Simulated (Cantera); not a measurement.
Mixture: CH₄ : CO : O₂ : N₂ = 1 : 0.69 : 4.11 : 15.5 (molar parts), at 5.00 bar, adiabatic and at constant volume. Ignition delay is the time to a rise of 400 K.

Model: GRI-Mech 3.0 (53 species, 325 reactions), integrated in Cantera.

Problem. Predict: delay at 1123 K; delay at 1173 K; delay at 1223 K; delay at 1273 K; delay at 1323 K; delay at 1373 K; apparent activation energy between 1273 and 1373 K.

Solution. 
```
Property                                                Result
--------------------------------------------------  ----------
delay at 1123 K                                        29.1 ms
delay at 1173 K                                        13.4 ms
delay at 1223 K                                        6.53 ms
delay at 1273 K                                        3.32 ms
delay at 1323 K                                        1.76 ms
delay at 1373 K                                       0.973 ms
apparent activation energy between 1273 and 1373 K  180 kJ/mol
```
